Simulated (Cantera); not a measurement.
Gas mixture: 100 % C3H8, at 0.0280 bar, frozen composition.

Cantera's kinetic-theory transport with the Lennard-Jones parameters of GRI-Mech 3.0, ideal gas; thermal conductivity in the multicomponent form. The composition is frozen, though it would react at the higher temperatures.

One state of this run: ρ (kg/m³) = 0.0270; cp (J/kg/K) = 2739; μ (µPa s) = 14.4; λ (mW/m/K) = 51.9; Pr = 0.759; D (cm²/s) H2O = 13.7; D (cm²/s) CH3 = 13.9; D (cm²/s) N2 = 12.3. D: mixture-averaged diffusion coefficient of that species in the mixture.

Q: Which value of T (K) does it belong to?
(A) 700
(B) 850
(C) 1300
(D) 550

A: D, 550
